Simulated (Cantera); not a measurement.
A closed system holds: 1 mol Fe₃O₄, 270 mol H₂, held at 1598 K.

Equilibrium computed with Cantera from the NASA thermochemical tables; the gas is ideal and each condensed phase is pure. Candidate condensed phases: Fe, FeO, Fe(OH)₂, Fe(OH)₃, Fe₂O₃, Fe₃O₄, H₂O; 12 gas species. Equilibrium is a limit: real reactors are often held back by kinetics, nucleation or transport.

**Question.** What share of the Fe ends up in condensed phases as a function of P (Pa), at 10, 52, 270, 1400, 7200, 37000, 190000, 1000000?

**Answer.** 
```csv
P (Pa),Fe condensed (%),as
10,3.6,Fe(γ)
52,81.7,Fe(γ)
270,96.5,Fe(γ)
1400,99.3,Fe(γ)
7200,99.9,Fe(γ)
37000,100.0,Fe(γ)
190000,100.0,Fe(γ)
1000000,100.0,Fe(γ)
```
